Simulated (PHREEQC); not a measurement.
**Nickel, zinc or cadmium bath with nickel, zinc or cadmium bath (model solution)**

Solution A (0.011 mol ZnSO4, 0.00018 mol NaOH and 0.00044 mol FeSO4 per kg of water) is mixed with solution B (0.054 mol NiCl2, 0.00026 mol NaOH and 0.029 mol HCl per kg of water) at 20 °C; shares are by mass of water, 1 kg in all. No oxygen is let in. No CO2 enters from the air. The run lets Zn(OH)2-e, Zn4(OH)6SO4, Zn5(OH)8Cl2, Ni(OH)2, Ni4(OH)6SO4, Halite, Mirabilite, Melanterite, Goslarite, Morenosite precipitate or redissolve, and no other solid.

Computed with PHREEQC (ion-association model, wateq4f.dat).

### Question
Predict pH, Ni+2 (mol/kgw), Fe+2 (mol/kgw) at share of solution B = 0.4, 0.7.

### Answer
```tsv
share of solution B	pH	Ni+2 (mol/kgw)	Fe+2 (mol/kgw)
0.4	2.07	0.0188	0.000236
0.7	1.81	0.0337	0.000122
```
